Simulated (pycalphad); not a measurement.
All values are pycalphad results on the COST 507 light-alloy database (1999) (1 atm), not direct measurements. These are 1990s assessments: newer ones move some temperatures and phases. Amounts are mole fractions of atoms.

**Question.** Compare equilibrium and Scheil-Gulliver solidification of Hf-0.2492C (wt.%).

**Answer.** Both start at the liquidus, 2548 K. In full equilibrium the last liquid goes at 2494 K (range 54 K), and at 2400 K the alloy holds hcp. With no diffusion in the solid (Scheil-Gulliver, steps of 4 K) the liquid lasts to an invariant point at 2479 K (range 69 K), where the last 0.31 of it freezes; the solid then holds hcp 0.80, bcc 0.20.

```json
[
 {"last step ahead of the change, T (K)": "2548", "liquid left there": "1.00", "liquid composition there (wt.%)": "0.25 C", "solids forming below it": "hcp"},
 {"last step ahead of the change, T (K)": "2479", "liquid left there": "0.31", "liquid composition there (wt.%)": "0.09 C", "solids forming below it": "bcc + hcp"}
]
```
Solids once formed stay as they are in this model, so peritectic reactions do not proceed; the changes are located to one step. Interstitial elements diffuse fast in the metal, so real castings lie closer to equilibrium.
